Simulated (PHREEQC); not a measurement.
PHREEQC input (ion-association model, wateq4f.dat):

```
SOLUTION_MASTER_SPECIES
  An  An-  0  An  62.0  # stands for a non-complexing anion
SOLUTION_SPECIES
  An- = An-
    -log_k 0
    -gamma 3.0 0
PHASES
  Fix_H+
    H+ = H+
    -log_k 0
SOLUTION 1
  temp 25
  units mmol/kgw
  pH 7 charge
  Cl 0.0042
  Pb 0.0021
  Na 100
  An 100
END
SELECTED_OUTPUT 1
  -reset false
  -pH true
  -pe true
  -ionic_strength true
  -water true
  -totals Cl Na Pb
  -molalities Hfo_wOH Hfo_wOH2+ Hfo_wO- Hfo_sOH Hfo_sOH2+ Hfo_sO- Hfo_sOPb+ Hfo_wOPb+
  -saturation_indices Litharge Cotunnite Laurionite Halite
USER_PUNCH 1
  -headings sigma psi
  10 PUNCH EDL("sigma", "Hfo"), EDL("psi", "Hfo")
PRINT
  -reset false
USE solution 1
SURFACE 1
  Hfo_wOH 0.00103371 600 0.46
  Hfo_sOH 2.58427e-05
EQUILIBRIUM_PHASES 1
  Fix_H+ -4 HAn 10
    -force_equality true
  O2(g) -0.68 10
END
# ... the last block is repeated for the other 16 points of pH, with NaOH or the acid as the point needs
```

Selected output (columns that matter, 17 of 17 rows; pH added in front):

```
pH	mu	Na	Pb	m_Hfo_wOH	m_Hfo_wOH2+	m_Hfo_wO-	m_Hfo_sOH	m_Hfo_sOH2+	m_Hfo_sO-	si_Litharge	si_Cotunnite	si_Halite	sigma	psi
4	0.10058	0.1	7.4712e-07	0.00013755	0.00089567	4.8395e-07	3.2592e-06	2.1222e-05	1.1467e-08	-11.278	-12.774	-8.1824	0.32086	0.14649
4.38	0.10046	0.1	2.0821e-07	0.00023382	0.00079831	1.5689e-06	5.4185e-06	1.85e-05	3.6357e-08	-11.073	-13.329	-8.1823	0.28567	0.1406
4.75	0.10037	0.1	4.8229e-08	0.00034496	0.00068477	3.9809e-06	7.9406e-06	1.5763e-05	9.1638e-08	-10.968	-13.964	-8.1822	0.24421	0.13264
5.12	0.1003	0.1	1.0792e-08	0.00045708	0.00056821	8.4231e-06	1.0505e-05	1.3059e-05	1.9359e-07	-10.878	-14.614	-8.1822	0.20094	0.12278
5.5	0.10023	0.1	2.3391e-09	0.00055977	0.00045827	1.5664e-05	1.2861e-05	1.0529e-05	3.5987e-07	-10.783	-15.279	-8.1821	0.15903	0.11103
5.88	0.10018	0.1	5.1252e-10	0.00064258	0.00036523	2.5899e-05	1.4762e-05	8.3904e-06	5.9498e-07	-10.684	-15.94	-8.1821	0.12209	0.097925
6.25	0.10013	0.1	1.1748e-10	0.00070241	0.00029268	3.8617e-05	1.6136e-05	6.7237e-06	8.8713e-07	-10.588	-16.583	-8.1821	0.0916	0.084013
6.62	0.1001	0.1	2.7003e-11	0.00074346	0.00023676	5.3482e-05	1.7079e-05	5.439e-06	1.2286e-06	-10.496	-17.231	-8.182	0.066283	0.069032
7	0.10006	0.1	6.0323e-12	0.00076986	0.00019378	7.0068e-05	1.7686e-05	4.4516e-06	1.6096e-06	-10.409	-17.904	-8.182	0.044979	0.052596
7.38	0.10004	0.1	1.4049e-12	0.00078468	0.0001619	8.7124e-05	1.8026e-05	3.7193e-06	2.0015e-06	-10.331	-18.586	-8.182	0.027478	0.035224
7.75	0.10002	0.1	3.744e-13	0.00079163	0.00013817	0.00010391	1.8186e-05	3.174e-06	2.387e-06	-10.262	-19.257	-8.182	0.012986	0.017636
8.12	0.10001	0.10001	1.1756e-13	0.00079349	0.00011877	0.00012144	1.8228e-05	2.7285e-06	2.7898e-06	-10.196	-19.932	-8.1819	-0.0002209	-0.00030594
8.5	0.10003	0.10005	4.4493e-14	0.00079087	0.00010107	0.00014177	1.8168e-05	2.3218e-06	3.2568e-06	-10.126	-20.622	-8.1818	-0.013822	-0.018724
8.88	0.10006	0.1001	2.1263e-14	0.00078273	8.411e-05	0.00016687	1.7981e-05	1.9322e-06	3.8334e-06	-10.046	-21.302	-8.1816	-0.028864	-0.03675
9.25	0.10009	0.10016	1.3161e-14	0.00076706	6.7781e-05	0.00019886	1.7621e-05	1.5571e-06	4.5684e-06	-9.9524	-21.948	-8.1814	-0.046147	-0.053612
9.62	0.10015	0.10025	1.07e-14	0.00074013	5.1935e-05	0.00024163	1.7003e-05	1.1931e-06	5.5509e-06	-9.8368	-22.573	-8.181	-0.067111	-0.069577
10	0.10027	0.1004	1.1873e-14	0.00069645	3.7009e-05	0.00030024	1.5999e-05	8.5019e-07	6.8973e-06	-9.6896	-23.185	-8.1804	-0.093411	-0.084914
```
